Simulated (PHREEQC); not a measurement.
A PHREEQC input (ion-association model, phreeqc.dat):

```
SOLUTION 1
  temp 293.15
  units mg/L
  pH 5.83
  pe 9.3
  Na 7.21
  K 0.00183
  Ca 7.56
  Mg 3.26
  Cl 18.3
  S(6) 5.2 as SO4
  Alkalinity 22.6 as HCO3
  F 0.00198
  Zn 0.722
  Cu(2) 0.00987
  Br 1.82
END
USE solution 1
EQUILIBRIUM_PHASES 1
  Fluorite 0 0
  CO2(g) -3.4 10
END
```

It stops with these messages:

```
WARNING: Maximum iterations exceeded, 100
WARNING: Maximum iterations exceeded, 100
WARNING: The program has failed to converge to a numerical solution.
ERROR:           Alkalinity has not converged. Total: 3.704005e-04	Calculated: -1.128001e-05	Residual: 3.816805e-04
ERROR: Is non-carbonate alkalinity greater than total alkalinity?
ERROR:                   Br has not converged. Total: 2.277885e-05	Calculated: 2.409450e-05	Residual: -1.315653e-06
ERROR:                   Ca has not converged. Total: 1.886353e-04	Calculated: 5.207207e-06	Residual: 1.834281e-04
ERROR:                   Cl has not converged. Total: 5.162108e-04	Calculated: 5.459205e-04	Residual: -2.970975e-05
ERROR:                Cu(2) has not converged. Total: 1.553309e-07	Calculated: 5.333110e-08	Residual: 1.019998e-07
ERROR:                    F has not converged. Total: 1.042263e-07	Calculated: 9.579980e-08	Residual: 8.426451e-09
ERROR:                    K has not converged. Total: 4.680380e-08	Calculated: 4.954514e-08	Residual: -2.741344e-09
ERROR:                   Mg has not converged. Total: 1.340991e-04	Calculated: 2.689939e-05	Residual: 1.071997e-04
ERROR:                   Na has not converged. Total: 3.136383e-04	Calculated: 3.168159e-04	Residual: -3.177664e-06
ERROR:                 S(6) has not converged. Total: 5.413419e-05	Calculated: 3.386973e-05	Residual: 2.026446e-05
ERROR:                   Zn has not converged. Total: 1.104556e-05	Calculated: 3.774512e-07	Residual: 1.066811e-05
ERROR:               A(H2O) Activity of water has not converged. 	Residual: 1.600002e+01
ERROR: Model failed to converge for initial solution  1.
```

Q: Why does the run stop?

A: The fault: the temperature typed in kelvin. The line should read `temp 20` where the input has `temp 293.15`. With the mend the run ends at pH 7.73 and ionic strength 0.00137 mol/kgw.
